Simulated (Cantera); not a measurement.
An adiabatic, constant-volume homogeneous reactor starts with CO : H₂ : CH₄ : O₂ : N₂ = 1 : 0.033 : 0.84 : 3.49 : 13.1 (molar parts), at 1100 K and 4.93 atm.

Detailed kinetics in Cantera: GRI-Mech 3.0 (53 species, 325 reactions).

Q: Predict: time of steepest temperature rise; temperature at 8.00 s; equilibrium temperature; x(CO) at 8.00 s; x(H₂) at 8.00 s; x(O₂) at 8.00 s; x(HO₂) at 8.00 s.

A: 
```json
{
 "time_of_steepest_temperature_rise": "24.0 ms",
 "temperature at 8.00 s": "2632 K",
 "equilibrium_temperature": "2632 K",
 "x(CO) at 8.00 s": "0.00774 (gas-phase equilibrium 0.00774)",
 "x(H₂) at 8.00 s": "0.00112 (gas-phase equilibrium 0.00112)",
 "x(O₂) at 8.00 s": "0.0653 (gas-phase equilibrium 0.0653)",
 "x(HO₂) at 8.00 s": "1.44e-5 (gas-phase equilibrium 1.44e-5)"
}
```
